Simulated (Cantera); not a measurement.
Mixture: CH₄ : O₂ : N₂ : H₂O = 1 : 4.17 : 15.7 : 2.7 (molar parts), at 5.00 bar, adiabatic and at constant volume. Ignition delay is the time to a rise of 400 K.

Model: GRI-Mech 3.0 (53 species, 325 reactions), integrated in Cantera.

| quantity | before | after |
|---|---|---|
| delay at 1250 K | 4.15 ms | 2.05 ms |
| delay at 1350 K | 1.35 ms | 0.691 ms |
| delay at 1450 K | 0.479 ms | 0.257 ms |
| delay at 1550 K | 0.184 ms | 0.103 ms |
| delay at 1650 K | 76.9 µs | 44.0 µs |
| delay at 1750 K | 35.6 µs | 20.4 µs |
| apparent activation energy between 1550 and 1750 K | 190 kJ/mol | 180 kJ/mol |

Question: Which change was made?
(A) pressure from 5.00 bar to 0.550 bar
(B) pressure from 5.00 bar to 1.00 bar
(C) pressure from 5.00 bar to 10.0 bar
(D) constant pressure in place of constant volume

Answer: C, pressure from 5.00 bar to 10.0 bar
